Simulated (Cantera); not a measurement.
An adiabatic, constant-pressure homogeneous reactor starts with H2 : O2 : N2 = 1 : 0.217 : 0.817 (molar parts), equivalence ratio 2.3, at 1723 K and 533 Torr.

Cantera simulation using the H2/O2 subset of GRI-Mech 3.0, which has no nitrogen chemistry; the numbers are that mechanism's predictions, not measurements.

### Question
Predict: time of steepest temperature rise; temperature at 8.00 s; equilibrium temperature; x(H2) at 8.00 s; x(O2) at 8.00 s; x(OH) at 8.00 s; x(HO2) at 8.00 s; x(H2O) at 8.00 s; x(O) at 8.00 s.

### Answer
```json
{
  "time_of_steepest_temperature_rise": "10.8 µs",
  "temperature at 8.00 s": "2803 K",
  "equilibrium_temperature": "2803 K",
  "x(H2) at 8.00 s": "0.283 (gas-phase equilibrium 0.283)",
  "x(O2) at 8.00 s": "0.000409 (gas-phase equilibrium 0.000409)",
  "x(OH) at 8.00 s": "0.0114 (gas-phase equilibrium 0.0114)",
  "x(HO2) at 8.00 s": "3.62e-7 (gas-phase equilibrium 3.62e-7)",
  "x(H2O) at 8.00 s": "0.217 (gas-phase equilibrium 0.217)",
  "x(O) at 8.00 s": "0.00132 (gas-phase equilibrium 0.00132)"
}
```
